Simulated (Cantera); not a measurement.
Input (Python, Cantera) and output of one run.

```python
import numpy as np
import cantera as ct

gas_names = [...]  # 87 gases of nasa_gas.yaml made of C, H, Si
cond_names = """
    C(gr) C6H6(L) C7H8(L) C8H18(L),n-octa Si(cr) Si(L) SiC(b)
""".split()


# ... load() reads the species with a 1 bar reference pressure and builds the phases ...
atoms = {
    'SiC': {'Si': 1, 'C': 1},
    'H2': {'H': 2},
}
top_T = {'C(gr)': 4500, 'SiC(b)': 3050}  # K; cautious upper limits of use, not melting points


# ... equilibrate(T, P, feed) seeds the gas with the atoms and calls Mixture.equilibrate('TP', solver="vcs", rtol=1e-11, max_steps=5000) ...
results = []
feed = {'SiC': 1, 'H2': 0.79}  # mol
T = 1698.15  # K
P = 1333.22  # Pa
mix = equilibrate(T, P, feed)
results.append((T, P, feed, dict(zip(mix.species_names, mix.species_moles))))
x = sorted(zip(gas.X, gas.species_names), reverse=True)
print(f"T = {T:g} K  P = {P:g} Pa  gas = {mix.phase_moles(0):.4g} mol")
print("   x: " + "  ".join(f"{s} {v:.3e}" for v, s in x if v > 0.001))
print("   condensed (mol): " + ("  ".join(f"{mix.phase(i).name} {mix.phase_moles(i):.4g}"
      for i in range(1, mix.n_phases) if mix.phase_moles(i) > 1e-12) or "none"))
```

Output:

```
T = 1698.15 K  P = 1333.22 Pa  gas = 0.7905 mol
   x: H2 9.987e-01  H 1.253e-03
   condensed (mol): SiC(b) 1
```

Equilibrium computed with Cantera from the NASA thermochemical tables; the gas is ideal and each condensed phase is pure.
